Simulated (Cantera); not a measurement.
Cantera run, input and output.

```python
import numpy as np
import cantera as ct

gas = ct.Solution("h2o2.yaml")
gas.TPX = 623, 12000, {'H2': 1, 'O2': 0.694, 'N2': 2.29, 'H2O': 0.077}
flame = ct.FreeFlame(gas, width=0.18)
flame.set_refine_criteria(ratio=3, slope=0.08, curve=0.16)
flame.transport_model = "mixture-averaged"
flame.solve(loglevel=0, auto=True)
z, T = flame.grid, flame.T
thick = (T[-1] - T[0]) / np.gradient(T, z).max()
show = ['H2', 'O2', 'H', 'H2O', 'OH', 'H2O2']
print(f"laminar burning velocity  {flame.velocity[0] * 100:.3f} cm/s")
print(f"burnt temperature         {T[-1]:.1f} K")
print(f"thermal thickness         {thick * 1e3:.4f} mm")
print(f"grid points               {len(z)}")
z0 = z[flame.heat_release_rate.argmax()]
print(f"{'z/mm':>9s}{'T/K':>9s}{'u/(m/s)':>9s}" + "".join(f"{s:>11s}" for s in show))
rows = []
for k in (-3, -2, -1.5, -1, -0.5, -0.25, 0, 0.25, 0.5, 1, 2, 4, 8):
    zz = z0 + k * thick
    rows.append([k * thick, np.interp(zz, z, T), np.interp(zz, z, flame.velocity),
                 *(np.interp(zz, z, flame.X[gas.species_index(s)]) for s in show)])
    print(f"{rows[-1][0] * 1e3:9.3f}{rows[-1][1]:9.1f}{rows[-1][2]:9.3f}" + "".join(f"{x:11.3e}" for x in rows[-1][3:]))
```

Result:

```
laminar burning velocity  580.774 cm/s
burnt temperature         2284.7 K
thermal thickness         7.1506 mm
grid points               133
     z/mm      T/K  u/(m/s)         H2         O2          H        H2O         OH       H2O2
  -21.452    623.0    5.808  2.462e-01  1.709e-01  5.057e-15  1.896e-02  1.387e-17  5.263e-16
  -14.301    623.0    5.808  2.462e-01  1.709e-01  4.334e-12  1.896e-02  1.075e-14  1.704e-15
  -10.726    623.0    5.808  2.462e-01  1.709e-01  4.685e-10  1.896e-02  1.027e-12  8.989e-14
   -7.151    623.0    5.808  2.462e-01  1.709e-01  1.693e-07  1.896e-02  4.731e-10  1.014e-10
   -3.575    629.0    5.858  2.449e-01  1.708e-01  2.533e-04  1.940e-02  2.253e-05  4.832e-07
   -1.788    732.5    6.753  2.252e-01  1.680e-01  6.610e-03  2.937e-02  3.133e-04  7.957e-07
    0.000   1090.1    9.753  1.080e-01  1.260e-01  5.053e-02  1.181e-01  3.325e-03  9.222e-07
    1.788   1357.7   11.996  3.324e-02  7.557e-02  6.582e-02  2.034e-01  8.722e-03  1.068e-06
    3.575   1480.2   12.984  2.909e-02  6.900e-02  5.671e-02  2.151e-01  1.139e-02  7.751e-07
    7.151   1621.5   14.087  2.870e-02  6.552e-02  4.421e-02  2.238e-01  1.443e-02  4.403e-07
   14.301   1772.4   15.228  2.680e-02  6.223e-02  3.180e-02  2.343e-01  1.721e-02  2.272e-07
   28.602   1924.6   16.342  2.308e-02  5.919e-02  2.066e-02  2.464e-01  1.902e-02  1.228e-07
   57.204   2066.9   17.354  1.789e-02  5.663e-02  1.180e-02  2.594e-01  1.921e-02  7.710e-08
```

Detailed kinetics in Cantera: the H2/O2 subset of GRI-Mech 3.0, which has no nitrogen chemistry. Burning velocities carry a grid error of a few per cent, more on coarse grids.
